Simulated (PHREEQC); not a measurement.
**Nickel, zinc or cadmium bath (model solution)**

Dissolve 0.46 mol/kgw NiSO4, 0.19 mol/kgw KCl and 0.033 mol/kgw NiCl2 at 25 °C. Closed to the air; pH follows from the charge balance.

Model: ion-association model, wateq4f.dat, run in PHREEQC.

Each row changes one thing in this solution. This is a speciation only: nothing precipitates in the calculation.

| case | pH | ionic strength (mol/kgw) | NiSO4 (mol/kgw) | Cl- (mol/kgw) | Ni+2 (mol/kgw) | K+ (mol/kgw) | SI of Ni(OH)2 (Ni(OH)2) | SI of Morenosite (NiSO4:7H2O) |
|---|---|---|---|---|---|---|---|---|
| as made | 5.83 | 0.905 | 0.271 | 0.212 | 0.184 | 0.163 | -0.33 | -0.46 |
| temperature from 25 to 20 °C | 5.89 | 0.911 | 0.270 | 0.211 | 0.185 | 0.165 | +0.18 | -0.41 |
| 0.01 mol/kgw ZnSO4 added | 5.77 | 0.917 | 0.272 | 0.211 | 0.184 | 0.163 | -0.45 | -0.46 |
| KCl from 0.19 to 0.019 mol/kgw | 5.85 | 0.764 | 0.290 | 0.0736 | 0.191 | 0.0161 | -0.32 | -0.43 |
| NiSO4 from 0.46 to 0.23 mol/kgw | 5.88 | 0.659 | 0.114 | 0.226 | 0.125 | 0.171 | -0.48 | -0.85 |
| diluted 2-fold with water | 5.91 | 0.547 | 0.118 | 0.116 | 0.118 | 0.0841 | -0.45 | -0.83 |
| diluted 5-fold with water | 5.99 | 0.255 | 0.0400 | 0.0489 | 0.0564 | 0.0350 | -0.59 | -1.31 |

The ionic strength passes 0.7 mol/kgw, the rough limit of the ion-association models, in as made; temperature from 25 to 20 °C; 0.01 mol/kgw ZnSO4 added; KCl from 0.19 to 0.019 mol/kgw. Some of these states are supersaturated (in Ni(OH)2, for instance).
